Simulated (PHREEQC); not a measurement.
A made-up water analysis in mg/L, 25 °C, pH 7.35, pe 11.7: Na 49.6; K 0.375; Ca 66.4; Mg 28.4; Cl 75.5; S(6) as SO4 130; Alkalinity as HCO3 186; Sr 6.4.

Valence states are taken as typed.

All values are PHREEQC results (ion-association model, wateq4f.dat), not measurements.

This is a speciation only: nothing precipitates in the calculation.

Q: Order these Mg species by the share of Mg that they hold, largest first: MgHCO3+, MgSO4, MgCO3, Mg+2.

A: Mg+2 (88 %), MgSO4 (9.8 %), MgHCO3+ (2.0 %), MgCO3 (0.16 %)

Q: Order these C species by the share of C that they hold, largest first: HCO3-, CaCO3, CaHCO3+, MgHCO3+, CO2.

A: HCO3- (90 %), CO2 (8.1 %), CaHCO3+ (1.1 %), MgHCO3+ (0.72 %), CaCO3 (0.14 %)

The pH is 7.35 and the ionic strength 0.0110 mol/kgw.
